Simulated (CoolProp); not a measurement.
Saturated liquid density (kg/m³) of c-C4F8 (RC318): the reference equation beside estimates from Tc = 115.2 °C, pc = 2778 kPa, ω = 0.355.

Computed with CoolProp (reference Helmholtz-energy equation of state, Platzer 1990). This equation is an older, rougher fit; its heat capacities, sound speeds and derivatives of the liquid may be far off and weren't checked against measurements.

```tsv
T (°C)	reference	van der Waals	Redlich-Kwong	Soave-Redlich-Kwong	Peng-Robinson
-3.05	1605	985.9	1431	1513	1712
0.55	1592	978.0	1417	1500	1697
4.15	1579	969.9	1402	1486	1682
7.65	1566	961.9	1388	1472	1668
11.25	1552	953.6	1373	1458	1652
14.85	1538	945.0	1358	1443	1636
18.35	1525	936.5	1343	1429	1619
21.95	1510	927.6	1327	1413	1602
25.55	1496	918.6	1310	1397	1584
29.05	1482	909.5	1294	1381	1566
32.65	1467	900.0	1277	1364	1547
36.25	1451	890.3	1259	1346	1528
39.75	1436	880.6	1242	1329	1508
```

Absolute difference from the reference over all 13 rows, mean and median: van der Waals 38.6 and 38.6 %, Redlich-Kwong 12.0 and 11.9 %, Soave-Redlich-Kwong 6.4 and 6.3 %, Peng-Robinson 6.1 and 6.2 %.
